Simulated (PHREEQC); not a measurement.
Brackish or sea water: an equilibrium model

Model water analysis in mg/kgw, 25 °C, pH 6.65, pe 9.8:

| constituent | mg/kgw |
|---|---|
| Na | 2490 |
| K | 64.2 |
| Ca | 134 |
| Mg | 605 |
| Cl | 4660 |
| S(6) as SO4 | 1060 |
| Alkalinity as HCO3 | 433 |
| B | 1.57 |
| Cd | 5 |
| O(0) (dissolved oxygen) | 3.82 |
| Si as SiO2 | 90.1 |
| N(5) as NO3 | 112 |

Valence states are taken as typed.

Computed with PHREEQC (ion-association model, wateq4f.dat).

Precipitation was switched off in this run.

Question: Estimate the ionic strength.

Answer: ionic strength 0.186 mol/kgw.

Question: In which forms is Cd present?

Answer: CdCl+ 61 %, CdCl2 17 %, Cd+2 16 %, CdSO4 2.7 %, CdCl3- 1.4 %, CdHCO3+ 1.0 % of the Cd.

Examples of supersaturated solids here: Otavite, Quartz (slow to form). Others may be too.
